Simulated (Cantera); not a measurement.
A freely propagating, adiabatic, planar premixed flame of H₂ : O₂ : N₂ = 1 : 0.2 : 0.752 (molar parts), unburnt at 400 K and 1.00 bar; mixture-averaged transport, grid criteria slope 0.08 and curve 0.16, no radiation.

Detailed kinetics in Cantera: the H2/O2 subset of GRI-Mech 3.0, which has no nitrogen chemistry. Burning velocities carry a grid error of a few per cent, more on coarse grids.

Problem. Predict: laminar burning velocity; thermal thickness; peak x(HO₂); peak x(H₂O₂); peak x(OH); peak x(H).

Solution. 
```json
{
  "laminar_burning_velocity": "421 cm/s",
  "thermal_thickness": "0.395 mm",
  "peak x(HO₂)": "0.000378",
  "peak x(H₂O₂)": "4.60e-5",
  "peak x(OH)": "0.00168",
  "peak x(H)": "0.0663"
}
```
